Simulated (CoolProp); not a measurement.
Carbonyl sulfide along the isobar 5.16 MPa: fugacity coefficient from the reference equation and from simpler models built on Tc = 105.6 °C, pc = 6.369 MPa, ω = 0.098; each cubic takes its own stable root.

Computed with CoolProp (reference Helmholtz-energy equation of state, Lemmon 2006). It is a short technical equation, of lower accuracy than the large ones.

| T (°C) | phase | reference | van der Waals | Redlich-Kwong | Soave-Redlich-Kwong |
|---|---|---|---|---|---|
| -15.75 | liquid | 0.08053 | 0.2178 | 0.08869 | 0.08134 |
| -6.55 | liquid | 0.1064 | ? | 0.1173 | 0.1077 |
| 2.65 | liquid | 0.1373 | 0.2931 | 0.1511 | ? |
| 11.85 | liquid | 0.1735 | ? | 0.1903 | 0.1764 |
| 21.05 | liquid | 0.2151 | 0.3783 | 0.2347 | 0.2191 |
| 30.25 | liquid | 0.2622 | 0.4240 | 0.2842 | 0.2673 |
| 39.45 | liquid | 0.3145 | 0.4712 | 0.3384 | 0.3207 |
| 48.65 | liquid | 0.3718 | 0.5198 | 0.3967 | 0.3791 |
| 57.85 | liquid | 0.4336 | 0.5692 | 0.4584 | 0.4418 |
| 67.05 | liquid | 0.4993 | 0.6189 | 0.5228 | ? |
| 76.25 | liquid | 0.5681 | 0.6684 | ? | 0.5764 |
| 85.45 | liquid | 0.6388 | 0.7166 | 0.6542 | 0.6456 |
| 94.65 | gas | 0.7033 | ? | 0.7061 | 0.7045 |
| 103.85 | gas | 0.7285 | 0.7559 | 0.7287 | 0.7284 |
| 113.05 | gas | 0.7498 | 0.7711 | 0.7484 | 0.7493 |
| 122.25 | gas | 0.7686 | 0.7847 | 0.7659 | 0.7679 |

**Question.** Some entries are withheld; supply them.

**Answer.** 
- -6.55, van der Waals: 0.2541
- 2.65, Soave-Redlich-Kwong: 0.1394
- 11.85, van der Waals: 0.3346
- 67.05, Soave-Redlich-Kwong: 0.5079
- 76.25, Redlich-Kwong: 0.5885
- 94.65, van der Waals: 0.7390
